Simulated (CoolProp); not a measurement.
A single-stage vapour-compression cycle with R1233zd(E): evaporating at 296.15 K (dew point), condensing at 351.15 K (bubble point), superheat 2 K, subcooling 8 K, compressor efficiency 0.65, no pressure losses. Each further row changes one setting.

Values from CoolProp's reference Helmholtz-energy equation of state, Akasaka 2022.

```
case                              cooling COP  pressure ratio  discharge temperature (K)  refrigerating effect (kJ/kg)  volumetric capacity (kJ/m³)
--------------------------------  -----------  --------------  -------------------------  ----------------------------  ---------------------------
as stated                                2.88            5.17                      363.5                           135                          906
evaporating temperature 301.15 K         3.31            4.33                      362.0                           139                         1100
condensing temperature 346.15 K          3.27            4.56                      358.3                           142                          949
subcooling 13 K                          3.02            5.17                      363.5                           142                          949
superheat 12 K                           2.93            5.17                      374.1                           143                          924
compressor efficiency 0.55               2.44            5.17                      372.4                           135                          906
```
